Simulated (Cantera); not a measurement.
Cantera run, input and output.

```python
import numpy as np
import cantera as ct

surf = ct.Interface("ptcombust.yaml", "Pt_surf")
gas = surf.adjacent["gas"]
gas.TPX = 1075, 23000, {'CH4': 0.0043, 'O2': 0.01, 'N2': 0.79, 'H2O': 0.08}
surf.TP = 1075, 23000
reactor = ct.FlowReactor(gas, clone=False)
reactor.area = 0.0001  # m2
reactor.surface_area_to_volume_ratio = 1300  # 1/m
reactor.mass_flow_rate = 2.4 * reactor.area * gas.density  # inlet velocity 2.4 m/s
reactor.energy_enabled = False
wall = ct.ReactorSurface(surf, reactor, clone=False)
net = ct.ReactorNet([reactor])
net.rtol, net.atol = 1e-8, 1e-16
show, cover = ['CH4', 'O2', 'H2O', 'CO2', 'CO'], ['PT(S)', 'H(S)', 'O(S)', 'OH(S)', 'CO(S)', 'C(S)']

rows = []
print(f"{'z/m':>9s}{'u/(m/s)':>9s}" + "".join(f"{s:>13s}" for s in show + cover))
for z in [3.7e-05, 6.6e-05, 0.00012, 0.00021, 0.00037, 0.00066, 0.0012, 0.0021, 0.0037]:
    net.advance(z)
    rows.append([reactor.speed, *gas[show].X, *surf[cover].coverages])
    print(f"{z:9.4g}{rows[-1][0]:9.3g}" + "".join(f"{x:13.4e}" for x in rows[-1][1:]))
```

Output:

```
      z/m  u/(m/s)          CH4           O2          H2O          CO2           CO        PT(S)         H(S)         O(S)        OH(S)        CO(S)         C(S)
  3.7e-05      2.4   4.7936e-03   1.1173e-02   9.0604e-02   6.3193e-05   5.6409e-06   5.3610e-01   3.3085e-06   4.6135e-01   2.5334e-03   8.6498e-06   7.9234e-08
  6.6e-05      2.4   4.7399e-03   1.1067e-02   9.0711e-02   1.1593e-04   6.4124e-06   5.3684e-01   3.3199e-06   4.6061e-01   2.5346e-03   8.7907e-06   7.8721e-08
  0.00012      2.4   4.6412e-03   1.0870e-02   9.0908e-02   2.1424e-04   6.5368e-06   5.3803e-01   3.3388e-06   4.5941e-01   2.5368e-03   8.7314e-06   7.7679e-08
  0.00021      2.4   4.4801e-03   1.0548e-02   9.1230e-02   3.7499e-04   6.3608e-06   5.3997e-01   3.3698e-06   4.5747e-01   2.5404e-03   8.5388e-06   7.5928e-08
  0.00037      2.4   4.2045e-03   9.9983e-03   9.1780e-02   6.5020e-04   6.0267e-06   5.4342e-01   3.4250e-06   4.5401e-01   2.5463e-03   8.1935e-06   7.2856e-08
  0.00066      2.4   3.7384e-03   9.0682e-03   9.2710e-02   1.1155e-03   5.4527e-06   5.4967e-01   3.5257e-06   4.4776e-01   2.5557e-03   7.5841e-06   6.7435e-08
   0.0012      2.4   2.9791e-03   7.5527e-03   9.4225e-02   1.8737e-03   4.4891e-06   5.6122e-01   3.7145e-06   4.3619e-01   2.5691e-03   6.5085e-06   5.7868e-08
   0.0021      2.4   1.9919e-03   5.5819e-03   9.6196e-02   2.8598e-03   3.1674e-06   5.7985e-01   4.0272e-06   4.1755e-01   2.5809e-03   4.9012e-06   4.3572e-08
   0.0037      2.4   9.0684e-04   3.4144e-03   9.8363e-02   3.9444e-03   1.5716e-06   6.0847e-01   4.5339e-06   3.8894e-01   2.5793e-03   2.6767e-06   2.3791e-08
```

Model: Deutschmann's 1995 Pt surface mechanism with GRI-Mech 3.0 gas chemistry, integrated in Cantera. Catalytic surfaces can have several steady states; this one follows from the mechanism file's or the stated starting coverage. Mass transfer to the wall is taken as infinitely fast.
